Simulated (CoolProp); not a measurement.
The numbers come from the reference Helmholtz-energy equation of state, Gao 2022 in CoolProp.

Question: Give the vapour pressure (MPa), liquid density (kg/m³), vapour density (kg/m³) of saturated n-perfluorohexane at 58.25 °C.

Answer: 
```tsv
T (°C)	p (MPa)	liquid density (kg/m³)	vapour density (kg/m³)
58.25	0.105	1570	13.8
```
